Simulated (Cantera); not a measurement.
Cantera run, input and output.

```python
import numpy as np
import cantera as ct

gas = ct.Solution("h2o2.yaml")


def delay(T, t_max=10):
    gas.TPX = T, 2400000, {'H2': 1, 'O2': 0.385, 'N2': 2.23}
    reactor = ct.IdealGasConstPressureReactor(gas, clone=False)
    net = ct.ReactorNet([reactor])
    net.rtol, net.atol = 1e-8, 1e-16
    while net.time < t_max:
        t_old, T_old = net.time, reactor.T
        net.step()
        if reactor.T > T + 400:  # ignition: a rise of 400 K
            return t_old + (T + 400 - T_old) / (reactor.T - T_old) * (net.time - t_old)
    return np.nan


taus = []
for T in [900, 950, 1000, 1050, 1100, 1150]:
    taus.append(delay(T))
    print(f"T0 = {T:6g} K   tau = {taus[-1]:.4e} s")
```

Output:

```
T0 =    900 K   tau = 6.9421e-02 s
T0 =    950 K   tau = 1.9158e-02 s
T0 =   1000 K   tau = 6.0307e-03 s
T0 =   1050 K   tau = 2.1022e-03 s
T0 =   1100 K   tau = 7.9012e-04 s
T0 =   1150 K   tau = 3.1228e-04 s
```

Computed with Cantera and the H2/O2 subset of GRI-Mech 3.0, which has no nitrogen chemistry. The hydrogen kinetics of GRI-Mech 3.0 are dated; newer H2 mechanisms differ, most at raised pressure. The pressure lies above the range GRI-Mech 3.0 was tuned for (to about 10 atm). Below about 950 K walls govern HO2 and H2O2 in real vessels.
